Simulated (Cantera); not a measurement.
A diamond (100) surface in a fixed gas of H2 with x(CH4) = 0.0021, x(H) = 0.00027, at 1000 K, 36.8 Torr; coverages are run to steady state.

Model: the Harris–Goodwin 1993 mechanism for the reconstructed diamond (100) surface, integrated in Cantera.

θ: site fractions in the mechanism's names (c6HH fully hydrogenated, c6H* and c6*H radical sites, c6** diradical, c6HM methylated).

```tsv
x(CH3)	growth (µm/h)	θ c6HH	θ c6H*	θ c6*H	θ c6**	θ c6HM
1e-06	0.0137	0.610	0.0178	0.364	0.00739	0.00106
2.8e-06	0.0384	0.608	0.0177	0.363	0.00736	0.00296
8e-06	0.109	0.604	0.0176	0.360	0.00727	0.00837
2.3e-05	0.305	0.591	0.0172	0.352	0.00704	0.0235
6.5e-05	___	0.560	0.0162	0.332	___	___
0.00018	___	___	___	___	___	___
0.00052	3.83	0.366	0.0104	0.212	0.00315	0.297
0.0015	5.99	0.226	0.00612	0.125	0.00123	0.468
0.0042	7.55	0.123	0.00300	0.0615	0.000313	0.595
```

Problem. Fill in the missing entries.

Solution. 
- 6.5e-05, growth (µm/h): 0.806
- 6.5e-05, θ c6**: 0.00646
- 6.5e-05, θ c6HM: 0.0621
- 0.00018, growth (µm/h): 1.90
- 0.00018, θ c6HH: 0.490
- 0.00018, θ c6H*: 0.0141
- 0.00018, θ c6*H: 0.289
- 0.00018, θ c6**: 0.00521
- 0.00018, θ c6HM: 0.147
